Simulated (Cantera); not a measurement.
Charge: 1 mol Fe2O3, 2.2 mol C, a varied amount of H2, equilibrated at 1473.15 K and 120 Torr.

Cantera equilibrium calculation (NASA polynomials, part measured and part estimated; ideal gas, pure solids and liquids). Candidate condensed phases: C, C6H6, C7H8, C8H18, Fe, Fe(CO)5, FeO, Fe(OH)2, Fe(OH)3, Fe2O3, Fe3O4, H2O; 114 gas species. Mutual solubility and eutectic melting of coexisting phases are not modelled. The tables' stoichiometric FeO is somewhat more stable than real wüstite, so its field is too wide. FeO: taken at fixed stoichiometry. The numbers say what is thermodynamically allowed, not how fast it happens.

Problem. Which condensed phases are stable at each of these points (n(H2) (mol)): 1.1, 1.6, 2.2, 3.2, 4.7, 6.8, 9.8?

Solution. 
```tsv
n(H2) (mol)	condensed phases	Fe condensed (%)
1.1	Fe(γ) + FeO(s)	100.0
1.6	Fe(γ) + FeO(s)	100.0
2.2	Fe(γ)	100.0
3.2	Fe(γ)	100.0
4.7	Fe(γ)	100.0
6.8	Fe(γ)	100.0
9.8	Fe(γ)	100.0
```

From 1.1 mol H2 to 1.6 mol H2 the condensed part is Fe(γ) + FeO(s). From 2.2 mol H2 to 9.8 mol H2 the condensed part is Fe(γ).
